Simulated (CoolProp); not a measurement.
Model: reference Helmholtz-energy equation of state, Lemmon 2022, in CoolProp.

Q: For R1234yf, give the phase and the Z, Prandtl number at 144.1 K and 1.64 MPa.

A: 
- 144.1 K and 1.64 MPa: liquid; Z 0.103, Prandtl number 27.5

Viscosity comes from a separate model (Bell 2016), an estimate that may be off by 10 % or more. Thermal conductivity comes from a separate model (Perkins 2011).
